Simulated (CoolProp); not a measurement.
The numbers come from the reference Helmholtz-energy equation of state, Lemmon 2006 in CoolProp. It is a short technical equation, of lower accuracy than the large ones.

Question: Give the vapour pressure (MPa), vapour density (kg/m³), enthalpy of vaporisation (kJ/kg), liquid cp (kJ/(kg K)) of saturated nitrous oxide at -61.55, -40.85 °C.

Answer: 
```
T (°C)  p (MPa)  vapour density (kg/m³)  enthalpy of vaporisation (kJ/kg)  liquid cp (kJ/(kg K))
------  -------  ----------------------  --------------------------------  ---------------------
-61.55    0.402                    10.8                               342                   1.76
-40.85    0.911                    23.7                               312                   1.84
```
